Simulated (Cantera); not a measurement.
Input (Python, Cantera):

```python
import numpy as np
import cantera as ct

surf = ct.Interface("diamond.yaml", "diamond_100")
gas, bulk = surf.adjacent["gas"], surf.adjacent["diamond"]
k = surf.kinetics_species_index(bulk.species_names[0])
cover = ["c6HH", "c6H*", "c6*H", "c6**", "c6HM", "c6B"]

rows, drift = [], 0.0
print(f"{'T':>10s}{'um/h':>11s}" + "".join(f"{s:>11s}" for s in cover))
for v in [925, 1000, 1075, 1150, 1225, 1300, 1375]:
    T, P, xH, xCH3 = v, 1100, 0.00038, 4e-05
    gas.TPX = T, P, {"H": xH, "CH3": xCH3, "CH4": 0.013, "H2": 1 - xH - xCH3 - 0.013}
    surf.TP = bulk.TP = T, P
    surf.coverages = "c6H*:0.1, c6HH:0.9"
    surf.advance_coverages(100.0)
    before = surf.coverages
    surf.advance_coverages(100.0)
    drift = max(drift, np.max(np.abs(surf.coverages - before) / (surf.coverages + 1e-9)))
    rate = surf.net_production_rates[k] * bulk.mean_molecular_weight / bulk.density * 3.6e9
    rows.append([rate, *surf[cover].coverages])
    print(f"{v:10.4g}{rate:11.4e}" + "".join(f"{x:11.3e}" for x in rows[-1][1:]))
```

It prints:

```
         T       um/h       c6HH       c6H*       c6*H       c6**       c6HM        c6B
       925 1.0891e-01  6.254e-01  1.127e-02  2.901e-01  4.481e-03  5.401e-02  2.955e-10
      1000 6.6917e-02  5.936e-01  1.754e-02  3.592e-01  7.659e-03  1.582e-02  1.816e-10
      1075 2.6937e-02  5.518e-01  2.428e-02  4.085e-01  1.103e-02  2.626e-03  7.309e-11
      1150 1.7647e-02  5.163e-01  3.087e-02  4.377e-01  1.384e-02  4.102e-04  4.789e-11
      1225 1.5888e-02  4.959e-01  3.695e-02  4.509e-01  1.566e-02  6.898e-05  4.311e-11
      1300 8.6697e-03  4.907e-01  4.215e-02  4.505e-01  1.639e-02  1.245e-05  2.353e-11
      1375 2.5195e-03  4.972e-01  4.636e-02  4.402e-01  1.620e-02  2.697e-06  6.837e-12
```

Computed with Cantera and the Harris–Goodwin 1993 mechanism for the reconstructed diamond (100) surface.
